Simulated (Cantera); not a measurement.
A perfectly stirred reactor is fed with CO : H2 : CH4 : O2 : N2 : H2O = 1 : 0.61 : 0.051 : 0.648 : 2.44 : 0.9 (molar parts), equivalence ratio 1.4, at 6.42 atm; it is adiabatic with a 423 K inlet, and is followed from long to short residence time, starting on the burning branch (τ in s: 0.02, 0.0093, 0.0042, 0.0019, 0.00086, 0.00039, 0.00018, 8e-05, 3.6e-05).

Cantera simulation using GRI-Mech 3.0 (53 species, 325 reactions); the numbers are that mechanism's predictions, not measurements.

Question: Predict: blow-out, bracketed by the residence times tried; x(CO) at τ = 20.0 ms; x(H2) at τ = 20.0 ms; x(CH4) at τ = 20.0 ms; x(NO) at τ = 20.0 ms; x(CO) at τ = 0.860 ms; x(H2) at τ = 0.860 ms; x(CH4) at τ = 0.860 ms; x(NO) at τ = 0.860 ms.

Answer: blow-out, bracketed by the residence times tried: burning at 36.0 µs, the shortest tried
x(CO) at τ = 20.0 ms: 0.0709
x(H2) at τ = 20.0 ms: 0.0308
x(CH4) at τ = 20.0 ms: 6.88e-6
x(NO) at τ = 20.0 ms: 2.62e-5
x(CO) at τ = 0.860 ms: 0.0723
x(H2) at τ = 0.860 ms: 0.0311
x(CH4) at τ = 0.860 ms: 1.70e-5
x(NO) at τ = 0.860 ms: 3.18e-5
